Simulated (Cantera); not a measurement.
A Cantera script and what it prints.

```python
import numpy as np
import cantera as ct

gas_names = """
    CL CL2 H HCL H2 N NH NH2 NH3 N2 N2H2 N2H4 Si SiCL SiCL2 SiCL3 SiCL4 SiH SiHCL3 SiH2 SiH2CL2 SiH3
    SiH3CL SiH4 SiN Si2 Si2N Si3
""".split()
cond_names = """
    NH4CL(a) NH4CL(b) Si(cr) Si(L) Si3N4(a)
""".split()


# ... load() reads the species with a 1 bar reference pressure and builds the phases ...
atoms = {
    'SiH4': {'Si': 1, 'H': 4},
    'HCl': {'H': 1, 'CL': 1},
    'N2': {'N': 2},
}
top_T = {'Si3N4(a)': 2400}  # K; cautious upper limits of use, not melting points


# ... equilibrate(T, P, feed) seeds the gas with the atoms and calls Mixture.equilibrate('TP', solver="vcs", rtol=1e-11, max_steps=5000) ...
results = []
T = 1100  # K
P = 13000  # Pa
for m in [6.5, 8.1, 10, 13, 16, 20, 24, 30, 38, 47, 59, 74]:
    feed = {'SiH4': 1, 'HCl': 0.31, 'N2': m}  # mol
    mix = equilibrate(T, P, feed)
    results.append((T, P, feed, dict(zip(mix.species_names, mix.species_moles))))

top = {s: max(r[3][s] / sum(r[3][g] for g in gas_names) for r in results) for s in gas_names}
cols = sorted((s for s in top if top[s] > 0.001), key=lambda s: -top[s])[:6]
seen = [c for c in cond_names if any(r[3].get(c, 0) > 1e-12 for r in results)]
print("log10 of partial pressures in bar; condensed amounts in mol")
print(f"{'n(N2)':>10s}" + "".join(f"{s[:9]:>10s}" for s in cols + seen))
for T, P, feed, n in results:
    ng = sum(n[g] for g in gas_names)
    print(f"{feed['N2']:10.4g}" + "".join(f"{np.log10(max(n[s] / ng * P / 1e5, 1e-99)):10.3f}" for s in cols)
          + "".join(f"{n.get(c, 0):10.4g}" for c in seen))
```

Result:

```
log10 of partial pressures in bar; condensed amounts in mol
     n(N2)        N2        H2       HCL  Si3N4(a)
       6.5    -1.031    -1.496    -2.306    0.3333
       8.1    -1.004    -1.574    -2.384    0.3333
        10    -0.982    -1.651    -2.461    0.3333
        13    -0.961    -1.751    -2.560    0.3333
        16    -0.947    -1.832    -2.641    0.3333
        20    -0.935    -1.920    -2.730    0.3333
        24    -0.927    -1.994    -2.804    0.3333
        30    -0.919    -2.085    -2.895    0.3333
        38    -0.912    -2.183    -2.993    0.3333
        47    -0.907    -2.272    -3.082    0.3333
        59    -0.903    -2.368    -3.178    0.3333
        74    -0.900    -2.464    -3.273    0.3333
```

Cantera equilibrium calculation (NASA polynomials, part measured and part estimated; ideal gas, pure solids and liquids). N2 is the only nitrogen source here; it is nearly inert below about 1500 K, so the nitride shown seldom forms there in practice.
